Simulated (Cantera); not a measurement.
AlCl3 + H2O + H2 (aluminium nitride and oxide growth)

Feed: 1 mol AlCl3, 9.1 mol H2O, 17 mol H2, equilibrated at 0.975 Torr.

These are equilibrium values from Cantera (NASA tables, ideal gas, pure condensed phases), not measurements of a reactor. Candidate condensed phases: Al, AlCl3, Al2O3, H2O; 29 gas species. Condensed phases not in the tables: AlOCl. Rates play no part.

| T (K) | x H2 | x H2O | x HCl | x H | x Cl | x OH | x O | x AlCl | n Al2O3(s) |
|---|---|---|---|---|---|---|---|---|---|
| 673 | 0.616 | 0.275 | 0.109 | <1e-12 | <1e-12 | <1e-12 | <1e-12 | <1e-12 | 0.500 |
| 773 | 0.616 | 0.275 | 0.109 | 1.98e-11 | 3.68e-12 | <1e-12 | <1e-12 | <1e-12 | 0.500 |
| 873 | 0.616 | 0.275 | 0.109 | 1.02e-9 | 1.78e-10 | <1e-12 | <1e-12 | <1e-12 | 0.500 |
| 973 | 0.616 | 0.275 | 0.109 | 2.35e-8 | 3.91e-9 | 1.88e-11 | <1e-12 | <1e-12 | 0.500 |
| 1073 | 0.616 | 0.275 | 0.109 | 3.05e-7 | 4.87e-8 | 5.10e-10 | <1e-12 | <1e-12 | 0.500 |
| 1173 | 0.616 | 0.275 | 0.109 | 2.57e-6 | 3.96e-7 | 7.91e-9 | <1e-12 | <1e-12 | 0.500 |
| 1273 | 0.616 | 0.275 | 0.109 | 1.55e-5 | 2.33e-6 | 8.00e-8 | 1.97e-12 | <1e-12 | 0.500 |
| 1373 | 0.616 | 0.275 | 0.109 | 7.25e-5 | 1.06e-5 | 5.79e-7 | 6.28e-11 | 2.77e-11 | 0.500 |
| 1473 | 0.616 | 0.275 | 0.109 | 0.000275 | 3.94e-5 | 3.20e-6 | 1.26e-9 | 5.10e-10 | 0.500 |
| 1573 | 0.615 | 0.275 | 0.109 | 0.000885 | 0.000124 | 1.43e-5 | 1.73e-8 | 6.39e-9 | 0.500 |
| 1673 | 0.614 | 0.275 | 0.108 | 0.00247 | 0.000341 | 5.33e-5 | 1.74e-7 | 5.85e-8 | 0.500 |
| 1773 | 0.611 | 0.274 | 0.107 | 0.00617 | 0.000834 | 0.000172 | 1.35e-6 | 4.11e-7 | 0.500 |
| 1873 | 0.605 | 0.273 | 0.106 | 0.0139 | 0.00185 | 0.000487 | 8.48e-6 | 2.31e-6 | 0.500 |
x: gas mole fraction; n: condensed amount in mol.

From 673 K to 1873 K the condensed part is Al2O3(s).
